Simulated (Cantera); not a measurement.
Input (Python, Cantera) and output of one run.

```python
import numpy as np
import cantera as ct

gas_names = """
    C CO CO2 C2 C2O C3 C3O2 C4 C5 Mg MgO Mg2 O O2 O3
""".split()
cond_names = """
    C(gr) Mg(cr) Mg(L) MgCO3(s) MgO(s) MgO(L)
""".split()


# ... load() reads the species with a 1 bar reference pressure and builds the phases ...
atoms = {
    'MgO': {'Mg': 1, 'O': 1},
    'CO': {'C': 1, 'O': 1},
}
top_T = {'C(gr)': 4500}  # K; cautious upper limits of use, not melting points


# ... equilibrate(T, P, feed) seeds the gas with the atoms and calls Mixture.equilibrate('TP', solver="vcs", rtol=1e-11, max_steps=5000) ...
results = []
feed = {'MgO': 1, 'CO': 8.5}  # mol
P = 280  # Pa
for T in [1623, 1723, 1823, 1923, 2023, 2123, 2223, 2323, 2423, 2523, 2623]:
    mix = equilibrate(T, P, feed)
    results.append((T, P, feed, dict(zip(mix.species_names, mix.species_moles))))

top = {s: max(r[3][s] / sum(r[3][g] for g in gas_names) for r in results) for s in gas_names}
cols = sorted((s for s in top if top[s] > 0.001), key=lambda s: -top[s])[:6]
seen = [c for c in cond_names if any(r[3].get(c, 0) > 1e-12 for r in results)]
print("log10 of partial pressures in bar; condensed amounts in mol")
print(f"{'T/K':>10s}" + "".join(f"{s[:9]:>10s}" for s in cols + seen))
for T, P, feed, n in results:
    ng = sum(n[g] for g in gas_names)
    print(f"{T:10.4g}" + "".join(f"{np.log10(max(n[s] / ng * P / 1e5, 1e-99)):10.3f}" for s in cols)
          + "".join(f"{n.get(c, 0):10.4g}" for c in seen))
```

Output:

```
log10 of partial pressures in bar; condensed amounts in mol
       T/K        CO        Mg       CO2         O        O2    MgO(s)
      1623    -2.554    -5.384    -5.384   -12.122   -14.802    0.9875
      1723    -2.556    -4.963    -4.963   -10.701   -12.911    0.9668
      1823    -2.561    -4.590    -4.590    -9.435   -11.228    0.9213
      1923    -2.570    -4.260    -4.260    -8.300    -9.718    0.8297
      2023    -2.588    -3.967    -3.967    -7.274    -8.351     0.659
      2123    -2.618    -3.709    -3.710    -6.339    -7.101    0.3613
      2223    -2.655    -3.532    -3.539    -5.541    -6.072         0
      2323    -2.654    -3.534    -3.557    -5.022    -5.551         0
      2423    -2.652    -3.538    -3.605    -4.578    -5.137         0
      2523    -2.649    -3.545    -3.703    -4.224    -4.868         0
      2623    -2.647    -3.553    -3.863    -3.968    -4.760         0
```

Equilibrium computed with Cantera from the NASA thermochemical tables; the gas is ideal and each condensed phase is pure.
